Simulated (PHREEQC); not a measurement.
0.081 g of hydrous ferric oxide (600 m²/g; 0.2 weak and 0.005 strong sites per Fe, Dzombak-Morel constants, diffuse double layer) in 1 kg of water with 0.05 mol/kgw of an inert sodium salt and 0.00018 mmol/kgw NaH2PO4, at 25 °C; the pH is set by adding NaOH or the inert anion's acid. Oxygen is held at 0.21 atm. No CO2 enters from the air. Precipitation was switched off in this run.

Base run: PHREEQC, ion-association model, wateq4f.dat. Each further column changes one thing. The table gives surface charge σ (C/m²).

```
pH    base  background salt from 0.05 to 0.005 mol/kgw  oxide from 0.081 to 0.41 g/kgw  0.00031 mol/kgw Ag2SO4 added
--  ------  ------------------------------------------  ------------------------------  ----------------------------
3    0.357                                       0.302                           0.357                         0.089
4    0.293                                       0.182                           0.294                         0.086
5    0.180                                       0.090                           0.181                         0.076
6    0.089                                       0.037                           0.089                         0.055
7    0.034                                       0.013                           0.034                         0.030
8    0.003                                       0.001                           0.003                         0.003
9   -0.026                                      -0.009                          -0.026                        -0.021
```

H3PO4, which wateq4f.dat lacks, is added to it with the constant of phreeqc.dat. The oxide is taken as insoluble; below pH 4 it would dissolve. The database has no phosphate complexes of Ag.
